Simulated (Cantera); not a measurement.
Gas mixture: C2H4 = 0.98 (molar parts), at 15.0 Torr, frozen composition.

Cantera's kinetic-theory transport with the Lennard-Jones parameters of GRI-Mech 3.0, ideal gas; thermal conductivity in the multicomponent form. The composition is frozen, though it would react at the higher temperatures.

D: mixture-averaged diffusion coefficient of that species in the mixture.

```json
[
 {"T (K)": "400", "ρ (kg/m³)": "0.0169", "cp (J/kg/K)": "1877", "μ (µPa s)": "13.3", "λ (mW/m/K)": "33.5", "Pr": "0.748", "D (cm²/s) H2": "51.9", "D (cm²/s) CO2": "10.2", "D (cm²/s) CH3": "14.8"},
 {"T (K)": "550", "ρ (kg/m³)": "0.0123", "cp (J/kg/K)": "2380", "μ (µPa s)": "17.7", "λ (mW/m/K)": "56.3", "Pr": "0.750", "D (cm²/s) H2": "89.7", "D (cm²/s) CO2": "18.6", "D (cm²/s) CH3": "26.4"},
 {"T (K)": "700", "ρ (kg/m³)": "0.00964", "cp (J/kg/K)": "2785", "μ (µPa s)": "21.7", "λ (mW/m/K)": "80.4", "Pr": "0.750", "D (cm²/s) H2": "135", "D (cm²/s) CO2": "28.7", "D (cm²/s) CH3": "40.4"},
 {"T (K)": "850", "ρ (kg/m³)": "0.00794", "cp (J/kg/K)": "?", "μ (µPa s)": "?", "λ (mW/m/K)": "?", "Pr": "0.750", "D (cm²/s) H2": "?", "D (cm²/s) CO2": "?", "D (cm²/s) CH3": "?"},
 {"T (K)": "1000", "ρ (kg/m³)": "0.00675", "cp (J/kg/K)": "3354", "μ (µPa s)": "28.5", "λ (mW/m/K)": "128", "Pr": "0.749", "D (cm²/s) H2": "245", "D (cm²/s) CO2": "53.8", "D (cm²/s) CH3": "74.7"},
 {"T (K)": "1150", "ρ (kg/m³)": "0.00587", "cp (J/kg/K)": "3563", "μ (µPa s)": "?", "λ (mW/m/K)": "?", "Pr": "0.748", "D (cm²/s) H2": "?", "D (cm²/s) CO2": "?", "D (cm²/s) CH3": "?"}
]
```

Complete the blanks.


- 850, cp (J/kg/K): 3081
- 850, μ (µPa s): 25.2
- 850, λ (mW/m/K): 104
- 850, D (cm²/s) H2: 187
- 850, D (cm²/s) CO2: 40.5
- 850, D (cm²/s) CH3: 56.5
- 1150, μ (µPa s): 31.5
- 1150, λ (mW/m/K): 150
- 1150, D (cm²/s) H2: 309
- 1150, D (cm²/s) CO2: 68.5
- 1150, D (cm²/s) CH3: 94.8
